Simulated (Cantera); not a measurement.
A freely propagating, adiabatic, planar premixed flame of 40.3 % H2, 12.6 % O2, 47.1 % N2, unburnt at 323 K and 0.120 bar; mixture-averaged transport, grid criteria slope 0.08 and curve 0.16, no radiation.

Detailed kinetics in Cantera: the H2/O2 subset of GRI-Mech 3.0, which has no nitrogen chemistry. Burning velocities carry a grid error of a few per cent, more on coarse grids.

Predict: laminar burning velocity; thermal thickness; peak x(OH); peak x(HO2); peak x(O); peak x(H).


| Quantity | Value |
|---|---|
| laminar burning velocity | 268 cm/s |
| thermal thickness | 5.90 mm |
| peak x(OH) | 0.00715 |
| peak x(HO2) | 0.000120 |
| peak x(O) | 0.00609 |
| peak x(H) | 0.113 |
